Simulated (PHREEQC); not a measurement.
Solution A (0.32 mol H3PO4 per kg of water) is mixed with solution B (0.016 mol NH4HS and 5.8e-05 mol NaCl per kg of water) at 25 °C; shares are by mass of water, 1 kg in all. The system is closed to oxygen. The system is closed to CO2. Solids allowed: Halite. Others were left out.

Model: ion-association model, phreeqc.dat, run in PHREEQC.

| share of solution B | pH | HS- (mol/kgw) | H2S (mol/kgw) | H3PO4 (mol/kgw) | H2PO4- (mol/kgw) |
|---|---|---|---|---|---|
| 0 | 1.36 | 0 | 0 | 0.269 | 0.0512 |
| 0.1 | 1.39 | 5.63e-9 | 0.00160 | 0.239 | 0.0489 |
| 0.2 | 1.43 | 1.22e-8 | ___ | 0.209 | 0.0465 |
| 0.4 | ___ | 2.99e-8 | 0.00640 | 0.151 | 0.0412 |
| 0.5 | 1.58 | 4.28e-8 | 0.00800 | 0.122 | 0.0381 |
| 0.6 | 1.66 | 6.09e-8 | 0.00960 | 0.0934 | 0.0346 |
| 0.8 | 1.94 | ___ | ___ | ___ | 0.0260 |
| 0.9 | 2.32 | 3.97e-7 | 0.0144 | 0.0122 | 0.0198 |
| 1 | 8.09 | 0.0151 | 0.000933 | 0 | 0 |

Q: Complete the blanks.

A: 
- 0.2, H2S (mol/kgw): 0.00320
- 0.4, pH: 1.52
- 0.8, HS- (mol/kgw): 1.49e-7
- 0.8, H2S (mol/kgw): 0.0128
- 0.8, H3PO4 (mol/kgw): 0.0380
